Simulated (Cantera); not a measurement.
**Thermodynamics of metals in furnace atmospheres, feed Pb + H2O + CO**

Input: 1 mol Pb, 0.35 mol H2O, 78 mol CO, equilibrated at 1998.15 K and 0.320 bar.

Cantera equilibrium calculation (NASA polynomials, part measured and part estimated; ideal gas, pure solids and liquids). Candidate condensed phases: C, C6H6, C7H8, C8H18, H2O, Pb, PbO, PbO2, Pb3O4; 113 gas species. Kinetics and transport are ignored.

The x(CO) comes out as 0.979 and the x(Pb) is 0.0126. The x(CO2) is 0.00432 and the x(H2) comes out as 0.00423. The x(H) is 0.000185. The x(H2O) is 8.56e-5 and the x(PbO) is 1.15e-6. The gas amount comes out as 79.36 mol and the log10 activity of Pb(l) (absent) is -2.34. The log10 activity of C(graphite) (absent) is -2.74.
